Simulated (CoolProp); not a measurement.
Sulfur dioxide along the isotherm 525 K: density (kg/m³) from the reference equation and from simpler models built on Tc = 430.6 K, pc = 7887 kPa, ω = 0.256; each cubic takes its own stable root.

The numbers come from the reference Helmholtz-energy equation of state, Gao 2016 in CoolProp.

```csv
p (kPa),phase,reference,ideal gas,van der Waals,Redlich-Kwong,Soave-Redlich-Kwong,Peng-Robinson
111,gas,1.633,1.629,1.633,1.633,1.633,1.634
187,gas,2.756,2.744,2.756,2.757,2.755,2.757
315,gas,4.655,4.623,4.657,4.658,4.654,4.660
532,gas,7.899,7.808,7.905,7.909,7.897,7.913
898,gas,13.44,13.18,13.46,13.47,13.44,13.48
1520,gas,23.07,22.31,23.14,23.16,23.05,23.19
2560,gas,39.82,37.57,40.03,40.09,39.75,40.15
4310,gas,70.00,63.26,70.81,70.86,69.71,70.92
7280,gas,128.2,106.8,132.2,131.2,126.8,130.5
12300,supercritical,252.7,180.5,281.1,264.9,243.8,255.4
20700,supercritical,522.6,303.8,523.1,522.0,462.7,493.3
35000,supercritical,789.6,513.7,657.2,743.4,692.6,751.6
```
